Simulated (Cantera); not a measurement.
An isothermal plug-flow reactor at 823 K and 5.00 bar (inlet), inlet velocity 0.75 m/s, active area per volume 170 1/m; feed 2.37 % CO, 19.7 % O2, 77.9 % N2.

Detailed kinetics in Cantera: Deutschmann's 1995 Pt surface mechanism with GRI-Mech 3.0 gas chemistry. Catalytic surfaces can have several steady states; this one follows from the mechanism file's or the stated starting coverage. Mass transfer to the wall is taken as infinitely fast.

One state of this run: x CO = 0.0154; x O2 = 0.194; x H2O = <1e-12; x CO2 = 0.00836; θ free Pt = 0.131; θ O* = 0.0945; θ CO* = 0.774. x: gas mole fraction; θ: surface coverage.

Problem. Which value of z (m) does it belong to?
A) 0.008
B) 0.0017
C) 0.001
D) 0.013

Solution. C, 0.001
